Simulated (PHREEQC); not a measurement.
Nickel, zinc or cadmium bath (model solution)

Make-up at 75 °C: 0.0011 mol ZnSO4, 0.0002 mol Na2SO4, 0.13 mol FeSO4 and 0.03 mol Fe2(SO4)3 per kg of water. Closed to the air; pH follows from the charge balance.

The numbers come from PHREEQC with the ion-association model, phreeqc.dat.

- pH: 2.70
- ionic strength: 0.344 mol/kgw
- total alkalinity: -120 meq/kg

```tsv
species	molality	activity	log γ
SO4-2	0.0756	0.0158	-0.680
FeSO4	0.0746	0.0808	0.034
Fe+2	0.0529	0.0131	-0.606
FeSO4+	0.0288	0.0197	-0.166
HSO4-	0.0156	0.0110	-0.150
Fe(SO4)2-	0.0114	0.00804	-0.150
FeOH+2	0.00808	0.00174	-0.666
Fe2(OH)2+4	0.00356	1.39e-5	-2.407
H+	0.00265	0.00201	-0.119
FeHSO4+	0.00246	0.00174	-0.150
Fe(OH)2+	0.00209	0.00145	-0.160
FeHSO4+2	0.000584	0.000146	-0.602
Fe+3	0.000518	4.39e-5	-1.072
Fe3(OH)4+5	0.000468	8.11e-8	-3.761
ZnSO4	0.000464	0.000502	0.034
Zn+2	0.000451	9.73e-5	-0.666
```

This is a speciation only: nothing precipitates in the calculation. Examples of supersaturated solids here: Hematite (slow to form), Goethite (slow to form). Others may be too. Complexes and solids missing from the database can't appear. At this temperature some constants are extrapolated from 25 °C, and those without enthalpy data are left unchanged.
